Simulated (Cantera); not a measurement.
An adiabatic, constant-pressure homogeneous reactor starts with CO : H2 : CH4 : O2 : N2 : H2O = 1 : 0.049 : 0.091 : 0.336 : 1.26 : 0.57 (molar parts), equivalence ratio 2.1, at 1750 K and 7500 Torr.

Cantera simulation using GRI-Mech 3.0 (53 species, 325 reactions); the numbers are that mechanism's predictions, not measurements.

One state of this run: T (K) = 1983; x CO = 0.294; x H2 = 0.0247; x CH4 = 0.00854; x C2H6 = 0.000133; x HCO = 2.46e-5; x H = 0.00136. x: mole fraction; the columns are a selection and need not sum to one.

Which value of t (s) does it belong to?
A) 0.0464
B) 0.100
C) 1.00e-5
D) 2.15e-5

C, 1.00e-5
